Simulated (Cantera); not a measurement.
Cantera run:

```python
import numpy as np
import cantera as ct

gas_names = """
    B BH BH2 BH3 BN B2 H H2 N NH NH2 NH3 N2 N2H2 N2H4
""".split()
cond_names = """
    B(b) B(L) BN(s)
""".split()


# ... load() reads the species with a 1 bar reference pressure and builds the phases ...
atoms = {
    'BN': {'B': 1, 'N': 1},
    'H2': {'H': 2},
    'N2': {'N': 2},
}
top_T = {'BN(s)': 3200}  # K; cautious upper limits of use, not melting points


# ... equilibrate(T, P, feed) seeds the gas with the atoms and calls Mixture.equilibrate('TP', solver="vcs", rtol=1e-11, max_steps=5000) ...
results = []
feed = {'BN': 1, 'H2': 3.3, 'N2': 18}  # mol
P = 4.6  # Pa
for T in [775, 875, 975, 1075, 1175, 1275, 1375, 1475, 1575, 1675, 1775, 1875, 1975, 2075]:
    mix = equilibrate(T, P, feed)
    results.append((T, P, feed, dict(zip(mix.species_names, mix.species_moles))))

top = {s: max(r[3][s] / sum(r[3][g] for g in gas_names) for r in results) for s in gas_names}
cols = sorted((s for s in top if top[s] > 1e-05), key=lambda s: -top[s])[:9]
seen = [c for c in cond_names if any(r[3].get(c, 0) > 1e-12 for r in results)]
print("log10 of partial pressures in bar; condensed amounts in mol")
print(f"{'T/K':>10s}" + "".join(f"{s[:9]:>10s}" for s in cols + seen))
for T, P, feed, n in results:
    ng = sum(n[g] for g in gas_names)
    print(f"{T:10.4g}" + "".join(f"{np.log10(max(n[s] / ng * P / 1e5, 1e-99)):10.3f}" for s in cols)
          + "".join(f"{n.get(c, 0):10.4g}" for c in seen))
```

Output:

```
log10 of partial pressures in bar; condensed amounts in mol
       T/K        N2        H2         H         B       BH2        BN        BH      B(b)     BN(s)
       775    -4.410    -5.147   -14.577   -40.056   -26.635   -38.680   -37.276         0         1
       875    -4.410    -5.147   -12.873   -33.797   -23.178   -33.076   -31.942         0         1
       975    -4.410    -5.147   -11.515   -28.825   -20.436   -28.626   -27.707         0         1
      1075    -4.410    -5.147   -10.407   -24.782   -18.207   -25.009   -24.265         0         1
      1175    -4.410    -5.147    -9.485   -21.430   -16.361   -22.011   -21.413         0         1
      1275    -4.410    -5.147    -8.706   -18.607   -14.808   -19.488   -19.012         0         1
      1375    -4.410    -5.147    -8.039   -16.197   -13.484   -17.334   -16.964         0         1
      1475    -4.411    -5.148    -7.461   -14.116   -12.341   -15.476   -15.197         0         1
      1575    -4.411    -5.151    -6.957   -12.302   -11.348   -13.856   -13.658         0         1
      1675    -4.412    -5.158    -6.514   -10.706   -10.479   -12.432   -12.307         0         1
      1775    -4.414    -5.174    -6.126    -9.291    -9.719   -11.171   -11.114         0    0.9997
      1875    -4.418    -5.209    -5.788    -8.028    -9.060   -10.046   -10.060         0    0.9951
      1975    -4.424    -5.287    -5.508    -7.058    -8.680    -9.202    -9.302    0.9554         0
      2075    -4.439    -5.412    -5.280    -6.353    -8.561    -8.615    -8.814    0.7713         0
```

Method: chemical equilibrium by Gibbs-energy minimisation in Cantera with the NASA 1993 tables (ideal gas, pure condensed phases). The tables' values for BH2 are old estimates; treat these amounts as uncertain.
